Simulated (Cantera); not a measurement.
Input: 1 mol C2F6, 0.91 mol H2, at 402 °C and 0.0250 bar.

Method: chemical equilibrium by Gibbs-energy minimisation in Cantera with the NASA 1993 tables (ideal gas, pure condensed phases). Candidate condensed phases: C, C6H6, C7H8, C8H18; 95 gas species. The feed counts by its element totals alone. Condensed phases not in the tables: fluorocarbon polymer. Gases not in the tables: C2F6 and larger saturated fluorocarbons. The numbers say what is thermodynamically allowed, not how fast it happens.

Base state: HF 0.635, CF4 0.365 (mole fractions); condensed: C(graphite).

Question: What changes in the equilibrium state with this change: temperature from 402 °C to 1775 °C?

Answer: 
```tsv
species	before	after
HF	0.635	0.606
CF4	0.365	0.311
CF2	<1e-9	0.0580
F	<1e-9	0.0210
CF3	<1e-9	0.00417
CF	<1e-9	0.000123
C(graphite), mol	0.955	0.880
```

Question: What changes in the equilibrium state with this change: C2F6 replaced by CH3F?

Answer: 
```tsv
species	before	after
H2	<1e-9	0.523
HF	0.635	0.378
CH4	<1e-9	0.0996
CF4	0.365	<1e-9
C(graphite), mol	0.955	0.736
```
